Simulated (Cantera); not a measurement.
Charge: 1 mol Si, 2.1 mol SF6, 9.1 mol F2, at 202 °C and 100 Torr.

Method: chemical equilibrium by Gibbs-energy minimisation in Cantera with the NASA 1993 tables (ideal gas, pure condensed phases). Candidate condensed phases: S, Si; 21 gas species. The numbers say what is thermodynamically allowed, not how fast it happens.

Base state: F2 0.696, SF6 0.206, SiF4 0.0980 (mole fractions); condensed: gas only.

Task: What changes in the equilibrium state with this change: temperature from 202 °C to 627 °C?

Result: 
```json
[
 {"species": "F2", "before": "0.696", "after": "0.636"},
 {"species": "SF6", "before": "0.206", "after": "0.199"},
 {"species": "SiF4", "before": "0.0980", "after": "0.0945"},
 {"species": "F", "before": "4.53e-6", "after": "0.0714"}
]
```
